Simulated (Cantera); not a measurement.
An adiabatic, constant-pressure homogeneous reactor starts with CH4 : C2H6 : O2 : N2 : H2O = 1 : 0.088 : 1.1 : 5.5 : 0.5 (molar parts), at 1550 K and 910000 Pa. Integrator tolerance rtol = 1e-08.

Computed with Cantera and GRI-Mech 3.0 (53 species, 325 reactions).

Question: What does this change do: pressure from 910000 Pa to 150000 Pa?

Answer: 
| quantity | before | after |
|---|---|---|
| time of steepest temperature rise | 91.3 µs | 0.318 ms |
| temperature at 0.200 s | 2361 K | 2346 K |
| equilibrium temperature | 2361 K | 2346 K |
| x(CH4) at 0.200 s | 1.17e-9 (gas-phase equilibrium 1.32e-9) | 3.36e-11 (gas-phase equilibrium 3.81e-11) |
| x(C2H6) at 0.200 s | <1e-12 (gas-phase equilibrium <1e-12) | <1e-12 (gas-phase equilibrium <1e-12) |
| x(O2) at 0.200 s | 8.86e-7 (gas-phase equilibrium 8.86e-7) | 4.54e-6 (gas-phase equilibrium 4.54e-6) |
| x(OH) at 0.200 s | 0.000286 (gas-phase equilibrium 0.000286) | 0.000638 (gas-phase equilibrium 0.000638) |
| x(CO2) at 0.200 s | 0.0178 (gas-phase equilibrium 0.0178) | 0.0179 (gas-phase equilibrium 0.0179) |
| x(NO2) at 0.200 s | 2.02e-10 (gas-phase equilibrium 2.02e-10) | 4.15e-10 (gas-phase equilibrium 4.15e-10) |
| x(O) at 0.200 s | 2.21e-6 (gas-phase equilibrium 2.21e-6) | 1.13e-5 (gas-phase equilibrium 1.13e-5) |

Question: What does this change do: pressure from 910000 Pa to 101000 Pa?

Answer: 
```
quantity                                                              before                                      after
---------------------------------  -----------------------------------------  -----------------------------------------
time of steepest temperature rise                                    91.3 µs                                   0.404 ms
temperature at 0.200 s                                                2361 K                                     2341 K
equilibrium temperature                                               2361 K                                     2341 K
x(CH4) at 0.200 s                    1.17e-9 (gas-phase equilibrium 1.32e-9)  1.56e-11 (gas-phase equilibrium 1.77e-11)
x(C2H6) at 0.200 s                     <1e-12 (gas-phase equilibrium <1e-12)      <1e-12 (gas-phase equilibrium <1e-12)
x(O2) at 0.200 s                     8.86e-7 (gas-phase equilibrium 8.86e-7)    6.35e-6 (gas-phase equilibrium 6.35e-6)
x(OH) at 0.200 s                   0.000286 (gas-phase equilibrium 0.000286)  0.000751 (gas-phase equilibrium 0.000751)
x(CO2) at 0.200 s                      0.0178 (gas-phase equilibrium 0.0178)      0.0179 (gas-phase equilibrium 0.0179)
x(NO2) at 0.200 s                  2.02e-10 (gas-phase equilibrium 2.02e-10)  4.75e-10 (gas-phase equilibrium 4.75e-10)
x(O) at 0.200 s                      2.21e-6 (gas-phase equilibrium 2.21e-6)    1.58e-5 (gas-phase equilibrium 1.58e-5)
```
